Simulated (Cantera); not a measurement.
## Stirred combustor or abatement burner

A perfectly stirred reactor is fed with 36.8 % H2, 9.93 % O2, 53.3 % N2, equivalence ratio 1.9, at 420 Torr; it is adiabatic with a 725 K inlet, and is followed from long to short residence time, starting on the burning branch (τ in s: 0.032, 0.017, 0.0088, 0.0046, 0.0024, 0.0013, 0.00067, 0.00035, 0.00019, 9.8e-05, 5.2e-05, 2.7e-05).

Computed with Cantera and the H2/O2 subset of GRI-Mech 3.0, which has no nitrogen chemistry.

```csv
τ (s),T (K),x H2,x O2,x H2O2,x O,x H,x H2O
0.032,2126,0.182,7.26e-5,9.61e-9,7.56e-5,0.0114,0.217
0.017,2100,0.180,0.000116,1.49e-8,0.000129,0.0151,0.216
0.0088,2064,0.177,0.000191,2.35e-8,0.000223,0.0200,0.214
0.0046,2019,0.174,0.000310,3.70e-8,0.000371,0.0264,0.213
0.0024,1961,0.170,0.000500,5.88e-8,0.000596,0.0343,0.210
0.0013,1895,0.166,0.000776,9.19e-8,0.000890,0.0432,0.208
0.00067,1811,0.161,0.00124,1.50e-7,0.00130,0.0545,0.205
0.00035,1717,0.155,0.00195,2.39e-7,0.00177,0.0666,0.201
0.00019,1621,0.151,0.00309,3.53e-7,0.00225,0.0783,0.197
9.8e-5,1510,0.149,0.00550,4.85e-7,0.00280,0.0891,0.190
5.2e-5,1397,0.156,0.0109,5.95e-7,0.00340,0.0933,0.178
2.7e-5,1240,0.202,0.0301,7.28e-7,0.00357,0.0740,0.138
```
x: mole fraction; the columns are a selection and need not sum to one.
